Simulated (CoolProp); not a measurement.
Vapour-liquid equilibrium of n-hexane (1) + o-xylene (2) at 0.00237 MPa; x and y are mole fractions of (1).

Model: multi-fluid Helmholtz-energy mixture model, Thol 2019 and Zhou 2012; pair parameters Bell 2016, in CoolProp.

Task: Give the bubble temperature and the first vapour's composition at x = 0.65, 0.725, 0.95. Is there an azeotrope?

Result: x = 0.65: 263.0 K, y = 0.986; x = 0.725: 261.5 K, y = 0.990; x = 0.95: 257.7 K, y = 0.998. No azeotrope shows between x = 0.05 and 0.95.

Pair parameters are fitted to limited data, so mixtures are less certain than the pure fluids.
